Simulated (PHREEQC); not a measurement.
# City or well water: an equilibrium model

A made-up water analysis in mg/L, 38 °C, pH 6.44, pe 9.4:

```tsv
constituent	mg/L
Na	23.8
K	1.72
Ca	33.4
Mg	19.4
Cl	48.7
S(6) as SO4	65
Alkalinity as HCO3	89.8
Pb	7.77
```

Cl is adjusted to close the charge balance.
Valence states are taken as typed.

All values are PHREEQC results (ion-association model, phreeqc.dat), not measurements.

Precipitation was switched off in this run.

Q: Predict the ionic strength, specific conductance.

A: ionic strength 0.00619 mol/kgw; specific conductance 599 µS/cm.

Q: In which forms is C present?

A: HCO3- 59 %, CO2 39 %, PbCO3 0.9 % of the C.

Examples of supersaturated solids here: Cerussite. Others may be too. Species that the database lacks are ignored. At this temperature some constants are extrapolated from 25 °C, and those without enthalpy data are left unchanged.
